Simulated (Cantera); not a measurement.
What does this Cantera script print?

```python
import numpy as np
import cantera as ct

gas_names = [...]  # 110 gases of nasa_gas.yaml made of C, H, O
cond_names = """
    C(gr) C6H6(L) C7H8(L) C8H18(L),n-octa H2O(s) H2O(L)
""".split()


# ... load() reads the species with a 1 bar reference pressure and builds the phases ...
atoms = {
    'CH4': {'C': 1, 'H': 4},
    'H2O': {'H': 2, 'O': 1},
    'H2': {'H': 2},
    'CO2': {'C': 1, 'O': 2},
}
top_T = {'C(gr)': 4500}  # K; cautious upper limits of use, not melting points


# ... equilibrate(T, P, feed) seeds the gas with the atoms and calls Mixture.equilibrate('TP', solver="vcs", rtol=1e-11, max_steps=5000) ...
results = []
feed = {'CH4': 1, 'H2O': 0.035, 'H2': 32, 'CO2': 4.7}  # mol
P = 1100  # Pa
for T in [598, 798, 998, 1198, 1398, 1598, 1798, 1998, 2198, 2398]:
    mix = equilibrate(T, P, feed)
    results.append((T, P, feed, dict(zip(mix.species_names, mix.species_moles))))

top = {s: max(r[3][s] / sum(r[3][g] for g in gas_names) for r in results) for s in gas_names}
cols = sorted((s for s in top if top[s] > 0.001), key=lambda s: -top[s])[:8]
seen = [c for c in cond_names if any(r[3].get(c, 0) > 1e-12 for r in results)]
print("log10 of partial pressures in bar; condensed amounts in mol")
print(f"{'T/K':>10s}" + "".join(f"{s[:9]:>10s}" for s in cols + seen))
for T, P, feed, n in results:
    ng = sum(n[g] for g in gas_names)
    print(f"{T:10.4g}" + "".join(f"{np.log10(max(n[s] / ng * P / 1e5, 1e-99)):10.3f}" for s in cols)
          + "".join(f"{n.get(c, 0):10.4g}" for c in seen))
```

It prints:

```
log10 of partial pressures in bar; condensed amounts in mol
       T/K        H2       H2O       CH4        CO         H       CO2        OH
       598    -2.237    -2.511    -2.721    -4.868   -17.518    -3.680   -22.703
       798    -2.059    -3.162    -4.417    -2.936   -12.604    -3.407   -17.212
       998    -2.066    -3.076    -7.382    -2.859    -9.701    -3.709   -13.373
      1198    -2.070    -3.037    -9.380    -2.835    -7.756    -3.937   -10.825
      1398    -2.072    -3.020   -10.803    -2.824    -6.361    -4.106    -9.014
      1598    -2.074    -3.011   -11.865    -2.818    -5.311    -4.232    -7.658
      1798    -2.075    -3.006   -12.687    -2.816    -4.491    -4.328    -6.604
      1998    -2.081    -3.006   -13.350    -2.816    -3.835    -4.402    -5.763
      2198    -2.098    -3.015   -13.920    -2.822    -3.303    -4.461    -5.077
      2398    -2.140    -3.044   -14.464    -2.839    -2.873    -4.514    -4.513
```

Method: chemical equilibrium by Gibbs-energy minimisation in Cantera with the NASA 1993 tables (ideal gas, pure condensed phases).
